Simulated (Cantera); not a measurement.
Feed: 1 mol Si, 0.063 mol H2O, 7.7 mol H2, held at 36.0 Pa.

These are equilibrium values from Cantera (NASA tables, ideal gas, pure condensed phases), not measurements of a reactor. Candidate condensed phases: H2O, Si, SiO2; 18 gas species. Gases not in the tables: Si2H6 and higher silanes. Kinetics and transport are ignored.

Question: At 1527 °C, list the 7 most abundant gas species with their mole fractions, and the condensed phases.

Answer: H2 0.964, H 0.0185, Si 0.00882, SiO 0.00790, SiH 0.000188, Si2 5.33e-5, SiH2 2.89e-5. Condensed: Si(l).
